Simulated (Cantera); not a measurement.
A perfectly stirred reactor is fed with 19.9 % H2, 16.8 % O2, 63.3 % N2, at 0.790 atm; it is adiabatic with a 350 K inlet, and is followed from long to short residence time, starting on the burning branch (τ in s: 0.16, 0.048, 0.014, 0.0044, 0.0013, 0.00041, 0.00012, 3.7e-05, 1.1e-05).

Model: GRI-Mech 3.0 (53 species, 325 reactions), integrated in Cantera.

x: mole fraction; the columns are a selection and need not sum to one.

```tsv
τ (s)	T (K)	x H2	x O2	x H2O2	x H2O	x HO2	x NO2	x O
0.16	1859	0.000264	0.0760	9.77e-8	0.219	1.57e-6	4.95e-8	0.000186
0.048	1852	…	0.0758	…	0.218	…	…	…
0.014	1837	…	0.0755	…	0.217	…	…	…
0.0044	1811	0.00250	0.0753	3.74e-7	0.214	9.35e-6	1.02e-8	0.00175
0.0013	1757	0.00512	0.0754	6.38e-7	0.208	1.71e-5	6.63e-9	0.00357
0.00041	1665	0.00932	0.0765	1.20e-6	0.200	2.75e-5	5.26e-9	0.00629
0.00012	1509	0.0169	0.0802	2.90e-6	0.186	4.24e-5	3.45e-9	0.00924
3.7e-5	1257	0.0464	0.0973	7.22e-6	0.150	7.43e-5	8.26e-10	0.00706
1.1e-5	350	0.199	0.168	<1e-12	<1e-12	<1e-12	<1e-12	<1e-12
```

Problem. Complete the blanks.

Solution. 
- 0.048, x H2: 0.000546
- 0.048, x H2O2: 1.47e-7
- 0.048, x HO2: 2.60e-6
- 0.048, x NO2: 3.11e-8
- 0.048, x O: 0.000380
- 0.014, x H2: 0.00120
- 0.014, x H2O2: 2.36e-7
- 0.014, x HO2: 4.99e-6
- 0.014, x NO2: 1.79e-8
- 0.014, x O: 0.000839
